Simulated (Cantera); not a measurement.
What does this Cantera script print?

```python
import numpy as np
import cantera as ct

gas_names = """
    H HO2 H2 H2O H2O2 O OH O2 O3 Pb PbO Pb2
""".split()
cond_names = """
    H2O(s) H2O(L) Pb(cr) Pb(L) PbO(rd) PbO(yw) PbO(L) PbO2(s) Pb3O4(s)
""".split()


# ... load() reads the species with a 1 bar reference pressure and builds the phases ...
atoms = {
    'PbO': {'Pb': 1, 'O': 1},
    'H2': {'H': 2},
}
top_T = {'Pb3O4(s)': 820}  # K; cautious upper limits of use, not melting points


# ... equilibrate(T, P, feed) seeds the gas with the atoms and calls Mixture.equilibrate('TP', solver="vcs", rtol=1e-11, max_steps=5000) ...
results = []
feed = {'PbO': 1, 'H2': 1.4}  # mol
for P in [10, 52, 270, 1400, 7200, 37000, 190000, 1000000]:
    for T in [600, 675, 750, 825, 900, 975, 1050, 1125, 1200, 1275, 1350, 1425, 1500]:
        mix = equilibrate(T, P, feed)
        results.append((T, P, feed, dict(zip(mix.species_names, mix.species_moles))))

for T, P, feed, n in results:
    print(f"{T:7g} {P:10.4g}  " + (" + ".join(c for c in cond_names if n.get(c, 0) > 1e-12) or "gas only"))
```

Result:

```
    600         10  Pb(cr)
    675         10  Pb(L)
    750         10  Pb(L)
    825         10  Pb(L)
    900         10  Pb(L)
    975         10  Pb(L)
   1050         10  gas only
   1125         10  gas only
   1200         10  gas only
   1275         10  gas only
   1350         10  gas only
   1425         10  gas only
   1500         10  gas only
    600         52  Pb(cr)
    675         52  Pb(L)
    750         52  Pb(L)
    825         52  Pb(L)
    900         52  Pb(L)
    975         52  Pb(L)
   1050         52  Pb(L)
   1125         52  Pb(L)
   1200         52  gas only
   1275         52  gas only
   1350         52  gas only
   1425         52  gas only
   1500         52  gas only
    600        270  Pb(cr)
    675        270  Pb(L)
    750        270  Pb(L)
    825        270  Pb(L)
    900        270  Pb(L)
    975        270  Pb(L)
   1050        270  Pb(L)
   1125        270  Pb(L)
   1200        270  Pb(L)
   1275        270  gas only
   1350        270  gas only
   1425        270  gas only
   1500        270  gas only
    600       1400  Pb(cr)
    675       1400  Pb(L)
    750       1400  Pb(L)
    825       1400  Pb(L)
    900       1400  Pb(L)
    975       1400  Pb(L)
   1050       1400  Pb(L)
   1125       1400  Pb(L)
   1200       1400  Pb(L)
   1275       1400  Pb(L)
   1350       1400  Pb(L)
   1425       1400  gas only
   1500       1400  gas only
    600       7200  Pb(cr)
    675       7200  Pb(L)
    750       7200  Pb(L)
    825       7200  Pb(L)
    900       7200  Pb(L)
    975       7200  Pb(L)
   1050       7200  Pb(L)
   1125       7200  Pb(L)
   1200       7200  Pb(L)
   1275       7200  Pb(L)
   1350       7200  Pb(L)
   1425       7200  Pb(L)
   1500       7200  Pb(L)
    600    3.7e+04  Pb(cr)
    675    3.7e+04  Pb(L)
    750    3.7e+04  Pb(L)
    825    3.7e+04  Pb(L)
    900    3.7e+04  Pb(L)
    975    3.7e+04  Pb(L)
   1050    3.7e+04  Pb(L)
   1125    3.7e+04  Pb(L)
   1200    3.7e+04  Pb(L)
   1275    3.7e+04  Pb(L)
   1350    3.7e+04  Pb(L)
   1425    3.7e+04  Pb(L)
   1500    3.7e+04  Pb(L)
    600    1.9e+05  Pb(cr)
    675    1.9e+05  Pb(L)
    750    1.9e+05  Pb(L)
    825    1.9e+05  Pb(L)
    900    1.9e+05  Pb(L)
    975    1.9e+05  Pb(L)
   1050    1.9e+05  Pb(L)
   1125    1.9e+05  Pb(L)
   1200    1.9e+05  Pb(L)
   1275    1.9e+05  Pb(L)
   1350    1.9e+05  Pb(L)
   1425    1.9e+05  Pb(L)
   1500    1.9e+05  Pb(L)
    600      1e+06  Pb(cr)
    675      1e+06  Pb(L)
    750      1e+06  Pb(L)
    825      1e+06  Pb(L)
    900      1e+06  Pb(L)
    975      1e+06  Pb(L)
   1050      1e+06  Pb(L)
   1125      1e+06  Pb(L)
   1200      1e+06  Pb(L)
   1275      1e+06  Pb(L)
   1350      1e+06  Pb(L)
   1425      1e+06  Pb(L)
   1500      1e+06  Pb(L)
```

Equilibrium computed with Cantera from the NASA thermochemical tables; the gas is ideal and each condensed phase is pure.
